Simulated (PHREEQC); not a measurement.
Model water analysis in mmol/kgw, 25 °C, pH 3.53, pe 12.7:

```tsv
constituent	mmol/kgw
Na	65.9
K	0.574
Ca	16.9
Mg	10.2
Cl	24.6
S(6)	47.4
Br	0.626
Cu(2)	0.516
```

Cl is adjusted to close the charge balance.
Valence states are taken as typed.

Equilibrium calculation in PHREEQC: ion-association model, phreeqc.dat.

**Question.** The ionic strength comes out as 0.143 mol/kgw. What activity coefficients do CuCl+, Cu+2, Ca+2, NaSO4-, H+ get?

**Answer.** CuCl+ 0.74, Cu+2 0.36, Ca+2 0.35, NaSO4- 0.77, H+ 0.81.

No solid was allowed to form. The solution is supersaturated, for example in Gypsum, so a real one may precipitate; this is no full list.
